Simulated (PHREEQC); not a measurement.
Make-up at 55 °C: 4.1 mmol/kgw Na2CO3 and 0.54 mmol/kgw Al2(SO4)3. Closed to the air; pH follows from the charge balance.

Model: ion-association model, wateq4f.dat, run in PHREEQC.

Precipitation was switched off in this run.

### Question
Order these C species by the share of C that they hold, largest first: NaHCO3, CO3-2, NaCO3-, CO2, HCO3-.

### Answer
HCO3- (94 %), CO2 (5.5 %), NaHCO3 (0.35 %), CO3-2 (0.26 %), NaCO3- (0.10 %)

The pH is 7.47 and the ionic strength 0.00971 mol/kgw. Saturation is exceeded, for instance for Al(OH)3(a), Boehmite (slow to form); the values hold only as long as no solid forms. Species that the database lacks are ignored. Away from 25 °C the constants follow the database's enthalpies or fits; those with neither stay at their 25 °C values.
